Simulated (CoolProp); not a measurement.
R407C at 298.15 K and 5.2 MPa is throttled through a valve to 1.99 MPa with no heat exchange. Each further row changes one setting.

Model: reference Helmholtz-energy equation of state, Lemmon 2003, in CoolProp. It is a pseudo-pure fit of the blend.

```tsv
case	temperature change (K)	final phase	final density (kg/m³)
as stated	-0.1	liquid	1140
outlet pressure 0.597 MPa	-22.5	two-phase, vapour fraction 0.162	142
outlet pressure 2.59 MPa	-0.1	liquid	1150
```
